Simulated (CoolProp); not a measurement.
100 sccm (0 °C, 1 atm) of nitrogen bubbles through liquid water at 317 K and leaves saturated at a total pressure of 0.15 MPa (ideal gas phase). Each further row changes one setting.

Model: reference Helmholtz-energy equation of state, Wagner 2002, in CoolProp.

| case | vapour pressure (kPa) | mole fraction of vapour | delivery (mg/min) | delivery (sccm) | change of delivery for a bath 1 K warmer (%) |
|---|---|---|---|---|---|
| as stated | 9.04 | … | … | 6.41 | … |
| bath temperature 322 K | 11.7 | 0.0778 | 6.78 | 8.43 | 5.6 |
| total pressure 0.3 MPa | 9.04 | … | 2.50 | 3.11 | 5.5 |

Fill in the missing entries.


- as stated, mole fraction of vapour: 0.0603
- as stated, delivery (mg/min): 5.16
- as stated, change of delivery for a bath 1 K warmer (%): 5.7
- total pressure 0.3 MPa, mole fraction of vapour: 0.0301
